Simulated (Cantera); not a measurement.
**Equilibrium for nitride etching: BN + H₂O + H₂**

Charge: 1 mol BN, 1.4 mol H₂O, 59 mol H₂, equilibrated at 135 Torr.

Method: chemical equilibrium by Gibbs-energy minimisation in Cantera with the NASA 1993 tables (ideal gas, pure condensed phases). Candidate condensed phases: B, BN, B₂O₃, B₃O₃H₃, H₂O; 39 gas species. Mutual solubility and eutectic melting of coexisting phases are not modelled. Gases not in the tables: H₃BO₃. Equilibrium is a limit: real reactors are often held back by kinetics, nucleation or transport.

```tsv
T (K)	log p H₂	log p HBO	log p N₂	log p H	log p HBO₂	log p H₂O	log p B₂O₃	log p BO	n BN(s)	n B₂O₃(l)
975	-0.75	-9.16	-2.88	-9.32	-6.67	-3.72	-12.01	<-12	0.110	0.445
1125	-0.75	-7.07	-2.88	-7.73	-5.45	-3.74	-9.18	-12.34	0.108	0.445
1275	-0.75	-5.48	-2.88	-6.51	-4.53	-3.77	-7.04	-9.67	0.108	0.441
1425	-0.75	-4.24	-2.88	-5.54	-3.82	-3.80	-5.37	-7.57	0.112	0.407
1575	-0.75	-3.25	-2.87	-4.76	-3.26	-3.83	-4.03	-5.88	0.0949	0.226
1725	-0.76	-2.81	-2.83	-4.11	-3.11	-3.79	-3.63	-4.88	0	0
1875	-0.76	-2.77	-2.83	-3.56	-3.13	-3.58	-3.76	-4.36	0	0
2025	-0.76	-2.74	-2.84	-3.09	-3.18	-3.41	-3.91	-3.93	0	0
```
log p: log10 of the partial pressure in bar; n: condensed amount in mol.

From 975 K to 1575 K the condensed part is BN(s) + B₂O₃(l). From 1725 K to 2025 K nothing is condensed.
